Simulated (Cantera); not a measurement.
Feed: 1 mol Si, 1.9 mol HCl, 12 mol H2, held at 290000 Pa.

Cantera equilibrium calculation (NASA polynomials, part measured and part estimated; ideal gas, pure solids and liquids). Candidate condensed phases: Si; 19 gas species. The tables' values for SiCl3 are old estimates; treat these amounts as uncertain. Equilibrium is a limit: real reactors are often held back by kinetics, nucleation or transport.

**Question.** At 975 K, list the 4 most abundant gas species with their mole fractions, and the condensed phases.

**Answer.** H2 0.954, SiHCl3 0.0204, SiCl4 0.0177, HCl 0.00472. Condensed: Si(s).
